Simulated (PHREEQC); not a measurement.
Solution (20 °C): 4.9 mmol/kgw CuSO4, 2.6 mmol/kgw CaCl2 and 0.53 mmol/kgw NaH2PO4. Closed to the air; pH follows from the charge balance.

The numbers come from PHREEQC with the ion-association model, wateq4f.dat.

Precipitation was switched off in this run.

Task: Order these Ca species by the share of Ca that they hold, largest first: Ca+2, CaH2PO4+, CaSO4.

Result: Ca+2 (82 %), CaSO4 (18 %), CaH2PO4+ (0.55 %)

Task: Order these S species by the share of S that they hold, largest first: NaSO4-, CaSO4, SO4-2, CuSO4.

Result: SO4-2 (72 %), CuSO4 (19 %), CaSO4 (9.5 %), NaSO4- (0.10 %)

The pH is 4.99 and the ionic strength 0.0223 mol/kgw. Examples of supersaturated solids here: Antlerite, Brochantite. Others may be too. H3PO4, which wateq4f.dat lacks, is added to it with the constant of phreeqc.dat. The database has no phosphate complexes of Cu.
